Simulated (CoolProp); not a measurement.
Saturation properties of R125 (Tc = 339.2 K, pc = 3618 kPa, ω = 0.305).

Model: reference Helmholtz-energy equation of state, Lemmon 2005, in CoolProp.

| T (K) | p (kPa) | liquid density (kg/m³) | enthalpy of vaporisation (kJ/kg) | liquid cp (kJ/(kg K)) | liquid viscosity (µPa s) |
|---|---|---|---|---|---|
| 234 | 154.1 | 1481 | 159.1 | 1.134 | 358 |
| 239.4 | 195.0 | 1461 | 156.0 | 1.147 | 330 |
| 244.8 | 243.9 | 1440 | 152.7 | 1.161 | 305 |
| 250.2 | 301.7 | 1418 | 149.3 | 1.176 | 282 |
| 255.6 | 369.3 | 1396 | 145.8 | 1.191 | 261 |
| 261.1 | 449.5 | 1373 | 142.0 | 1.209 | 242 |
| 266.5 | 540.4 | 1350 | 138.2 | 1.228 | 224 |
| 271.9 | 644.4 | 1326 | 134.1 | 1.249 | 207 |
| 277.3 | 762.8 | 1300 | 129.8 | 1.273 | 192 |

It boils at 225.1 K under 1 atm.

Viscosity comes from a separate model (Huber 2006).
